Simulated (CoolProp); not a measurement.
200 sccm (0 °C, 1 atm) of nitrogen bubbles through liquid n-nonane at 371.3 K and leaves saturated at a total pressure of 0.0548 MPa (ideal gas phase). Each further row changes one setting.

The numbers come from the reference Helmholtz-energy equation of state, Lemmon 2006 in CoolProp. It is a short technical equation, of lower accuracy than the large ones.

| case | vapour pressure (kPa) | mole fraction of vapour | delivery (mg/min) | delivery (sccm) | change of delivery for a bath 1 K warmer (%) |
|---|---|---|---|---|---|
| as stated | 19.7 | 0.359 | 642 | 112 | 5.9 |
| bath temperature 376.3 K | 23.6 | 0.430 | 864 | 151 | 6.5 |
| total pressure 0.11 MPa | 19.7 | 0.179 | 249 | 43.6 | 4.6 |
